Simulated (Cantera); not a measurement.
A closed system holds: 1 mol CHF3, 0.064 mol H2, 0.015 mol F2, held at 1598.15 K.

Cantera equilibrium calculation (NASA polynomials, part measured and part estimated; ideal gas, pure solids and liquids). Candidate condensed phases: C, C6H6, C7H8, C8H18; 95 gas species. Gases not in the tables: C2F6 and larger saturated fluorocarbons. Kinetics and transport are ignored.

Problem. At 77.0 mbar, list the 5 most abundant gas species with their mole fractions, and the condensed phases.

Solution. HF 0.703, CF4 0.296, CF2 0.000331, CF3 7.30e-5, F 4.73e-5. Condensed: C(graphite).
